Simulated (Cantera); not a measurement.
# Thermodynamics of iron carbonyl, mercury and lead vapours, feed PbO + CO + N₂

A closed system holds: 1 mol PbO, 2.4 mol CO, 2.9 mol N₂, held at 1225 °C and 0.210 bar.

Cantera equilibrium calculation (NASA polynomials, part measured and part estimated; ideal gas, pure solids and liquids). Candidate condensed phases: C, Pb, PbO, PbO₂, Pb₃O₄; 27 gas species. Rates play no part.

```json
{
 "x(N₂)": "0.484",
 "x(CO)": "0.234",
 "x(CO₂)": "0.167",
 "x(Pb)": "0.115",
 "x(PbO)": "7.97e-5",
 "x(Pb₂)": "4.75e-5",
 "n(Pb(l))": "0.312 mol",
 "gas_amount": "5.987 mol",
 "log10 activity of C(graphite) (absent)": "-4.33"
}
```
